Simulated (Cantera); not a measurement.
An adiabatic, constant-volume homogeneous reactor starts with CO : H2 : O2 : N2 = 1 : 0.097 : 0.457 : 1.72 (molar parts), equivalence ratio 1.2, at 1075 K and 760 Torr. Integrator tolerance rtol = 1e-08.

Model: GRI-Mech 3.0 (53 species, 325 reactions), integrated in Cantera.

Question: What does this change do: initial temperature 1075 to 1623 K?

Answer: 
```csv
quantity,before,after
time of steepest temperature rise,0.237 ms,30.3 µs
temperature at 10.0 s,2845 K,2942 K
equilibrium temperature,2845 K,2942 K
x(CO) at 10.0 s,0.139 (gas-phase equilibrium 0.139),0.169 (gas-phase equilibrium 0.169)
x(H2) at 10.0 s,0.00241 (gas-phase equilibrium 0.00241),0.00292 (gas-phase equilibrium 0.00292)
x(O2) at 10.0 s,0.0285 (gas-phase equilibrium 0.0285),0.0389 (gas-phase equilibrium 0.0389)
x(N2O) at 10.0 s,9.23e-7 (gas-phase equilibrium 9.23e-7),1.00e-6 (gas-phase equilibrium 1.00e-6)
x(H) at 10.0 s,0.00303 (gas-phase equilibrium 0.00303),0.00550 (gas-phase equilibrium 0.00550)
x(CO2) at 10.0 s,0.199 (gas-phase equilibrium 0.199),0.161 (gas-phase equilibrium 0.161)
x(O) at 10.0 s,0.00705 (gas-phase equilibrium 0.00705),0.0141 (gas-phase equilibrium 0.0141)
```

Question: What does this change do: pressure from 760 Torr to 12000 Torr?

Answer: 
| quantity | before | after |
|---|---|---|
| time of steepest temperature rise | 0.237 ms | 0.482 ms |
| temperature at 10.0 s | 2845 K | 3082 K |
| equilibrium temperature | 2845 K | 3082 K |
| x(CO) at 10.0 s | 0.139 (gas-phase equilibrium 0.139) | 0.117 (gas-phase equilibrium 0.117) |
| x(H2) at 10.0 s | 0.00241 (gas-phase equilibrium 0.00241) | 0.00186 (gas-phase equilibrium 0.00186) |
| x(O2) at 10.0 s | 0.0285 (gas-phase equilibrium 0.0285) | 0.0183 (gas-phase equilibrium 0.0183) |
| x(N2O) at 10.0 s | 9.23e-7 (gas-phase equilibrium 9.23e-7) | 4.19e-6 (gas-phase equilibrium 4.19e-6) |
| x(H) at 10.0 s | 0.00303 (gas-phase equilibrium 0.00303) | 0.00137 (gas-phase equilibrium 0.00137) |
| x(CO2) at 10.0 s | 0.199 (gas-phase equilibrium 0.199) | 0.227 (gas-phase equilibrium 0.227) |
| x(O) at 10.0 s | 0.00705 (gas-phase equilibrium 0.00705) | 0.00317 (gas-phase equilibrium 0.00317) |
The hydrogen kinetics of GRI-Mech 3.0 are dated; newer H2 mechanisms differ, most at raised pressure. The pressure lies above the range GRI-Mech 3.0 was tuned for (to about 10 atm). Above 3000 K some thermodynamic fits are extrapolated.
